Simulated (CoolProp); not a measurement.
Chloromethane (R40) along the isobar 26.3 bar: fugacity coefficient from the reference equation and from simpler models built on Tc = 145.5 °C, pc = 69.29 bar, ω = 0.150; each cubic takes its own stable root.

Model: reference Helmholtz-energy equation of state, Thol 2014, in CoolProp.

```tsv
T (°C)	phase	reference
113.05	gas	0.8220
120.65	gas	0.8333
128.25	gas	0.8437
135.85	gas	0.8532
143.45	gas	0.8619
150.95	gas	0.8699
158.55	gas	0.8774
166.15	gas	0.8843
173.75	gas	0.8907
181.35	gas	0.8967
188.95	gas	0.9023
196.55	gas	0.9076
204.05	gas	0.9124
211.65	gas	0.9170
219.25	gas	0.9213
226.85	gas	0.9254
```

Task: How far does each simpler model (van der Waals, Soave-Redlich-Kwong) lie from the reference over these 16 states: mean and median of the absolute difference, and the worst?

Result: 
- van der Waals: mean 2.1 %, median 1.7 %, worst +5.1 % at 113.05 °C and 26.3 bar
- Soave-Redlich-Kwong: mean 0.9 %, median 0.8 %, worst +1.8 % at 113.05 °C and 26.3 bar
